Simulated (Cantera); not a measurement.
**Adiabatic ignition**

An adiabatic, constant-volume homogeneous reactor starts with H₂ : O₂ : N₂ = 1 : 1.02 : 3.84 (molar parts), equivalence ratio 0.49, at 1125 K and 0.360 bar.

Detailed kinetics in Cantera: the H2/O2 subset of GRI-Mech 3.0, which has no nitrogen chemistry.

| t (s) | T (K) | P (bar) | x H₂ | x O₂ | x H₂O | x OH | x O | x HO₂ | x H |
|---|---|---|---|---|---|---|---|---|---|
| 3.00e-6 | 1125 | 0.360 | 0.171 | 0.174 | 3.98e-11 | 2.78e-11 | 4.30e-11 | 4.94e-10 | 4.75e-10 |
| 7.56e-6 | 1125 | 0.360 | 0.171 | 0.174 | 4.21e-10 | 1.14e-10 | 2.16e-10 | 1.28e-9 | 1.38e-9 |
| 1.91e-5 | 1125 | 0.360 | 0.171 | 0.174 | 4.97e-9 | 6.13e-10 | 1.27e-9 | 3.60e-9 | 6.28e-9 |
| 4.81e-5 | 1125 | 0.360 | 0.171 | 0.174 | 1.43e-7 | 1.15e-8 | 2.43e-8 | 2.11e-8 | 1.13e-7 |
| 0.000121 | 1125 | 0.360 | 0.170 | 0.174 | 0.000154 | 1.20e-5 | 2.44e-5 | 1.12e-5 | 0.000113 |
| 0.000306 | 2117 | 0.640 | 0.0127 | 0.0897 | 0.150 | 0.0214 | 0.0178 | 9.80e-6 | 0.0148 |
| 0.000771 | 2464 | 0.729 | 0.00393 | 0.0919 | 0.172 | 0.0162 | 0.00510 | 8.34e-6 | 0.00187 |
| 0.00194 | 2477 | 0.732 | 0.00356 | 0.0921 | 0.173 | 0.0156 | 0.00461 | 8.81e-6 | 0.00160 |
| 0.00490 | 2477 | 0.732 | 0.00356 | 0.0921 | 0.173 | 0.0156 | 0.00461 | 8.81e-6 | 0.00160 |
| 0.0124 | 2477 | 0.732 | 0.00356 | 0.0921 | 0.173 | 0.0156 | 0.00461 | 8.81e-6 | 0.00160 |
| 0.0312 | 2477 | 0.732 | 0.00356 | 0.0921 | 0.173 | 0.0156 | 0.00461 | 8.81e-6 | 0.00160 |
| 0.0786 | 2477 | 0.732 | 0.00356 | 0.0921 | 0.173 | 0.0156 | 0.00461 | 8.81e-6 | 0.00160 |
| 0.198 | 2477 | 0.732 | 0.00356 | 0.0921 | 0.173 | 0.0156 | 0.00461 | 8.81e-6 | 0.00160 |
| 0.500 | 2477 | 0.732 | 0.00356 | 0.0921 | 0.173 | 0.0156 | 0.00461 | 8.81e-6 | 0.00160 |
x: mole fraction; the columns are a selection and need not sum to one.

The time of steepest temperature rise is 0.190 ms, the temperature at 0.500 s is 2477 K and the equilibrium temperature comes out as 2477 K. The x(H₂) at 0.500 s is 0.00356 (gas-phase equilibrium 0.00356) and the x(O₂) at 0.500 s comes out as 0.0921 (gas-phase equilibrium 0.0921). The x(H₂O) at 0.500 s is 0.173 (gas-phase equilibrium 0.173).
